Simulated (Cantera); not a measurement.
Input: 1 mol CH3SiCl3, 0.41 mol C2H4, 1.9 mol H2, equilibrated at 1802 °C and 0.133 bar.

Equilibrium computed with Cantera from the NASA thermochemical tables; the gas is ideal and each condensed phase is pure. The feed counts by its element totals alone. The tables' values for SiCl3, SiCl are old estimates; treat these amounts as uncertain. Kinetics and transport are ignored.

| species | before | after |
|---|---|---|
| HCl | 0.412 | 0.529 |
| H2 | 0.526 | 0.310 |
| SiCl2 | 0.0508 | 0.142 |
| SiCl4 | 7.14e-5 | 0.000560 |
| SiCl3 | 0.00188 | 0.00879 |
| SiHCl3 | 4.10e-5 | 0.000148 |
| CH4 | 1.29e-5 | 4.48e-6 |
| C2H2 (acetylene) | 0.000653 | 0.000384 |
| SiCl | 0.000238 | 0.000398 |
| C(graphite), mol | 1.12 | 0.534 |
| SiC(s), mol | 0.695 | 0.282 |
Gas species are given as mole fractions.

**Question.** What was changed between the two runs?
(A) CH3SiCl3 replaced by SiCl4
(B) temperature from 1802 °C to 2052 °C
(C) CH3SiCl3 replaced by (CH3)2SiCl2
(D) CH3SiCl3 replaced by SiH2Cl2

**Answer.** A, CH3SiCl3 replaced by SiCl4
